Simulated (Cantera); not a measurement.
A perfectly stirred reactor is fed with CH₄ : CO₂ = 1 : 1 (molar parts), at 0.133 bar; it is held at 1350 K, and followed from long to short residence time.

Model: GRI-Mech 3.0 (53 species, 325 reactions), integrated in Cantera.

What does this change do: pressure from 0.133 bar to 12.0 bar?


| quantity | before | after |
|---|---|---|
| x(CH₄) at τ = 1.70 s | 0.486 | 0.379 |
| x(CO₂) at τ = 1.70 s | 0.495 | 0.413 |
| x(H₂) at τ = 1.70 s | 0.0114 | 0.0549 |
| x(H₂O) at τ = 1.70 s | 0.000886 | 0.0543 |
| x(C₂H₂) at τ = 1.70 s | 0.00287 | 0.0208 |
| x(CH₄) at τ = 15.0 ms | 0.500 | 0.499 |
| x(CO₂) at τ = 15.0 ms | 0.500 | 0.500 |
| x(H₂) at τ = 15.0 ms | 2.82e-5 | 0.000805 |
| x(H₂O) at τ = 15.0 ms | 2.19e-7 | 1.22e-5 |
| x(C₂H₂) at τ = 15.0 ms | 2.04e-8 | 1.28e-5 |
The pressure lies above the range GRI-Mech 3.0 was tuned for (to about 10 atm).

What does this change do: temperature 1350 to 2073 K?


| quantity | before | after |
|---|---|---|
| x(CH₄) at τ = 1.70 s | 0.486 | 0.00176 |
| x(CO₂) at τ = 1.70 s | 0.495 | 0.00386 |
| x(H₂) at τ = 1.70 s | 0.0114 | 0.477 |
| x(H₂O) at τ = 1.70 s | 0.000886 | 0.0177 |
| x(C₂H₂) at τ = 1.70 s | 0.00287 | 0.00976 |
| x(CH₄) at τ = 15.0 ms | 0.500 | 0.0240 |
| x(CO₂) at τ = 15.0 ms | 0.500 | 0.0617 |
| x(H₂) at τ = 15.0 ms | 2.82e-5 | 0.324 |
| x(H₂O) at τ = 15.0 ms | 2.19e-7 | 0.148 |
| x(C₂H₂) at τ = 15.0 ms | 2.04e-8 | 0.0906 |
